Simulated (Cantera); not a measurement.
An isothermal, constant-pressure homogeneous reactor starts with 22.7 % C3H8, 77.3 % H2, at 1050 K and 1.00 bar.

Detailed kinetics in Cantera: GRI-Mech 3.0 (53 species, 325 reactions). GRI-Mech 3.0 was tuned for natural gas; its chemistry of propane as a main component is partial and can be far from experiment. GRI-Mech 3.0 stops at C3 and has no aromatics, soot or wall deposition, so with more carbon than oxygen in the feed, carbon stays in small species such as C2H2 where larger ones or solid carbon would form.

One state of this run: x C3H8 = 0.000140; x H2 = 0.528; x C2H2 = 0.000991; x CH3 = 8.73e-7; x H = 7.77e-8; x CH2 = <1e-12; x CH4 = 0.325. x: mole fraction; the columns are a selection and need not sum to one.

Which value of t (s) does it belong to?
(A) 1.11
(B) 3.39e-5
(C) 0.000192
(D) 35.4

D, 35.4
